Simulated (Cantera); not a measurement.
A diamond (100) surface in a fixed gas of H2 with x(CH4) = 0.0061, x(H) = 0.00043, x(CH3) = 0.00015, at 1048 K; coverages are run to steady state.

Cantera simulation using the Harris–Goodwin 1993 mechanism for the reconstructed diamond (100) surface; the numbers are that mechanism's predictions, not measurements.

θ: site fractions in the mechanism's names (c6HH fully hydrogenated, c6H* and c6*H radical sites, c6** diradical, c6HM methylated).

```csv
P (Pa),growth (µm/h),θ c6HH,θ c6H*,θ c6*H,θ c6**,θ c6HM
1300,___,0.552,0.0214,0.385,0.00945,0.0213
2000,___,0.545,0.0211,0.380,0.00932,0.0298
3000,___,0.538,0.0208,0.374,0.00918,0.0396
4700,___,0.528,0.0204,0.367,0.00901,0.0519
7100,___,0.518,0.0200,0.360,0.00884,0.0638
11000,___,0.509,0.0196,0.353,0.00866,0.0758
17000,___,0.501,0.0193,0.347,0.00852,0.0862
26000,___,0.494,0.0190,0.342,0.00840,0.0945
```

Problem. What belongs in the gaps?

Solution. 
- 1300, growth (µm/h): 0.195
- 2000, growth (µm/h): 0.402
- 3000, growth (µm/h): 0.779
- 4700, growth (µm/h): 1.57
- 7100, growth (µm/h): 2.87
- 11000, growth (µm/h): 5.25
- 17000, growth (µm/h): 9.18
- 26000, growth (µm/h): 15.3
